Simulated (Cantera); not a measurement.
Feed: 1 mol SiH4, 20 mol H2O, 2.7 mol O3, held at 34.0 mbar.

Equilibrium computed with Cantera from the NASA thermochemical tables; the gas is ideal and each condensed phase is pure. Candidate condensed phases: H2O, Si, SiO2; 18 gas species. The numbers say what is thermodynamically allowed, not how fast it happens. All values below are at 850 °C.

Base state: H2O 0.915, O2 0.0852 (mole fractions); condensed: SiO2(β-quartz).

What changes in the equilibrium state with this change: O3 from 2.7 to 6.3 mol?


| species | before | after |
|---|---|---|
| H2O | 0.915 | 0.747 |
| O2 | 0.0852 | 0.253 |
| SiO2(β-quartz), mol | 1.00 | 1.00 |
